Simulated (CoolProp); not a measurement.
Dimethyl carbonate at 361.12 K and 0.0354 MPa is throttled through a valve to 0.00628 MPa with no heat exchange. Each further row changes one setting.

Computed with CoolProp (reference Helmholtz-energy equation of state, Zhou 2011).

| case | temperature change (K) | final density (kg/m³) |
|---|---|---|
| as stated | [?] | [?] |
| outlet pressure 0.00188 MPa | -0.8 | [?] |
| outlet pressure 0.00816 MPa | [?] | 0.246 |

### Question
Fill in the missing entries.

### Answer

- as stated, temperature change (K): -0.7
- as stated, final density (kg/m³): 0.189
- outlet pressure 0.00188 MPa, final density (kg/m³): 0.0566
- outlet pressure 0.00816 MPa, temperature change (K): -0.6
